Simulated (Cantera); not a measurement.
**Sublimation and decomposition of ceramics: Si3N4 + Si + N2**

Charge: 1 mol Si3N4, 0.45 mol Si, 0.015 mol N2, equilibrated at 2327 °C.

Equilibrium computed with Cantera from the NASA thermochemical tables; the gas is ideal and each condensed phase is pure. Candidate condensed phases: Si, Si3N4; 7 gas species. The tables' values for SiN are old estimates; treat these amounts as uncertain. The numbers say what is thermodynamically allowed, not how fast it happens.

From 0.00750 Torr to 3.45 Torr nothing is condensed. From 16.5 Torr to 7500 Torr the condensed part is Si(l). The main Si-bearing gas is Si throughout.

```tsv
P (Pa)	log p N2	log p Si	log p Si2	log p SiN	log p Si2N	log p Si3	log p N	n Si(l)
1	-5.43	-5.20	-9.90	-8.98	-12.25	-13.87	-8.86	0
4.60	-4.77	-4.54	-8.58	-7.98	-10.59	-11.88	-8.53	0
22	-4.09	-3.86	-7.22	-6.96	-8.89	-9.84	-8.19	0
100	-3.43	-3.20	-5.90	-5.98	-7.25	-7.87	-7.86	0
460	-2.77	-2.54	-4.59	-4.99	-5.60	-5.90	-7.53	0
2200	-1.93	-2.01	-3.52	-4.04	-4.12	-4.30	-7.11	1.62
10000	-1.05	-2.01	-3.52	-3.60	-3.68	-4.30	-6.67	3.20
46000	-0.35	-2.01	-3.52	-3.25	-3.33	-4.30	-6.32	3.40
220000	0.34	-2.01	-3.52	-2.90	-2.98	-4.30	-5.98	3.44
1000000	1.00	-2.01	-3.52	-2.57	-2.65	-4.30	-5.65	3.45
```
log p: log10 of the partial pressure in bar; n: condensed amount in mol.
